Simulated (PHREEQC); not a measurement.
A solution holds 0.0033 mol/kgw NaCl, 0.16 mol/kgw KHSO4 and 0.0074 mol/kgw (CH3)4NCl, at 25 °C. Closed to the air; pH follows from the charge balance.

Equilibrium calculation in PHREEQC: ion-association model, phreeqc.dat.

No solid was allowed to form.

Q: Estimate the pH.

A: pH 1.28.

Q: In which forms is K present?

A: K+ 92 %, KSO4- 8.3 % of the K.

Species that the database lacks are ignored. (CH3)4N+ isn't in the database: it is added as a free cation with an ion size of 4 Å.
